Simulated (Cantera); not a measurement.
Charge: 1 mol Si₃N₄, 1.6 mol O₂, a varied amount of H₂, at 1427 °C and 7.50 Torr.

Equilibrium computed with Cantera from the NASA thermochemical tables; the gas is ideal and each condensed phase is pure. Candidate condensed phases: H₂O, Si, SiO₂, Si₂N₂O, Si₃N₄; 35 gas species. The tables hold silica as quartz up to 1696 K and as liquid above; real silica turns to tridymite and cristobalite and melts near 1996 K. The numbers say what is thermodynamically allowed, not how fast it happens.

Q: At 49 mol H₂, list the 5 most abundant gas species with their mole fractions, and the condensed phases.

A: H₂ 0.909, SiO 0.0525, N₂ 0.0371, H 0.00140, H₂O 0.000478. Condensed: SiO₂(condensed).
